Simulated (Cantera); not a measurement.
A perfectly stirred reactor is fed with 2.02 % C₃H₈, 20.6 % O₂, 77.4 % N₂, equivalence ratio 0.49, at 1.40 bar; it is adiabatic with a 725 K inlet, and is followed from long to short residence time, starting on the burning branch (τ in s: 0.077, 0.041, 0.021, 0.011, 0.0059, 0.0031, 0.0016, 0.00085, 0.00045, 0.00024, 0.00012, 6.5e-05, 3.4e-05).

Cantera simulation using GRI-Mech 3.0 (53 species, 325 reactions); the numbers are that mechanism's predictions, not measurements. GRI-Mech 3.0 was tuned for natural gas; its chemistry of propane as a main component is partial and can be far from experiment.

x: mole fraction; the columns are a selection and need not sum to one.

| τ (s) | T (K) | x C₃H₈ | x O₂ | x HCN | x NO | x C₂H₂ |
|---|---|---|---|---|---|---|
| 0.077 | 1830 | 6.74e-7 | 0.103 | 4.18e-9 | 3.43e-5 | 1.04e-6 |
| 0.041 | 1827 | 1.08e-6 | 0.103 | 4.65e-9 | 2.89e-5 | 1.30e-6 |
| 0.021 | 1822 | … | 0.103 | … | … | … |
| 0.011 | 1816 | 2.71e-6 | 0.103 | 5.82e-9 | 2.02e-5 | 1.92e-6 |
| 0.0059 | 1807 | 4.10e-6 | 0.103 | 6.62e-9 | 1.65e-5 | 2.26e-6 |
| 0.0031 | 1794 | 6.27e-6 | 0.103 | 7.96e-9 | 1.31e-5 | 2.67e-6 |
| 0.0016 | 1776 | 9.79e-6 | 0.103 | 1.05e-8 | 1.02e-5 | 3.19e-6 |
| 0.00085 | 1752 | … | 0.104 | … | … | … |
| 0.00045 | 1719 | 2.53e-5 | 0.105 | 2.25e-8 | 6.16e-6 | 4.97e-6 |
| 0.00024 | 1674 | 4.54e-5 | 0.108 | 3.56e-8 | 4.31e-6 | 7.10e-6 |
| 0.00012 | 1599 | 0.000110 | 0.113 | 6.27e-8 | 2.09e-6 | 1.43e-5 |
| 6.5e-5 | 725 | 0.0202 | 0.206 | <1e-12 | <1e-12 | <1e-12 |
| 3.4e-5 | 725 | 0.0202 | 0.206 | <1e-12 | <1e-12 | <1e-12 |

**Question.** Complete the blanks.

**Answer.** 
- 0.021, x C₃H₈: 1.74e-6
- 0.021, x HCN: 5.21e-9
- 0.021, x NO: 2.43e-5
- 0.021, x C₂H₂: 1.60e-6
- 0.00085, x C₃H₈: 1.54e-5
- 0.00085, x HCN: 1.48e-8
- 0.00085, x NO: 8.04e-6
- 0.00085, x C₂H₂: 3.88e-6
